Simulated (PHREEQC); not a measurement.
Make-up at 25 °C: 0.014 mol HCl and 0.00021 mol ZnSO4 per kg of water. Closed to the air; pH follows from the charge balance.

Equilibrium calculation in PHREEQC: ion-association model, wateq4f.dat.

This is a speciation only: nothing precipitates in the calculation.

Task: Order these S species by the share of S that they hold, largest first: ZnSO4, HSO4-, SO4-2.

Result: SO4-2 (53 %), HSO4- (46 %), ZnSO4 (0.99 %)

The pH is 1.90 and the ionic strength 0.0146 mol/kgw.
